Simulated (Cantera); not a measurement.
Input: 1 mol FeS₂, a varied amount of H₂, 1.3 mol N₂, held at 1400 K and 93.0 mbar.

Cantera equilibrium calculation (NASA polynomials, part measured and part estimated; ideal gas, pure solids and liquids). Candidate condensed phases: Fe, FeS, FeS₂, S; 16 gas species. FeS: taken at fixed stoichiometry. Rates play no part.

At 23 mol H₂, list the 6 most abundant gas species with their mole fractions, and the condensed phases.

H₂ 0.906, N₂ 0.0535, H₂S 0.0398, S₂ 0.000556, SH 0.000238, H 1.52e-5. Condensed: FeS(s).
